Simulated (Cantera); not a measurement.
Mixture: 13.7 % CO, 4.23 % H₂, 14.6 % O₂, 67.5 % N₂, equivalence ratio 0.61, at 5.00 bar, adiabatic and at constant pressure. Ignition delay is the time to a rise of 400 K.

Cantera simulation using GRI-Mech 3.0 (53 species, 325 reactions); the numbers are that mechanism's predictions, not measurements. The hydrogen kinetics of GRI-Mech 3.0 are dated; newer H2 mechanisms differ, most at raised pressure. Where the delays flatten at high temperature, the 400 K rule measures the pace of heat release, not the induction time.

Task: Predict: delay at 1300 K; delay at 1375 K; delay at 1450 K; delay at 1525 K; delay at 1600 K.

Result: 
| Item | Result |
|---|---|
| delay at 1300 K | 16.8 µs |
| delay at 1375 K | 12.5 µs |
| delay at 1450 K | 10.3 µs |
| delay at 1525 K | 8.96 µs |
| delay at 1600 K | 8.17 µs |
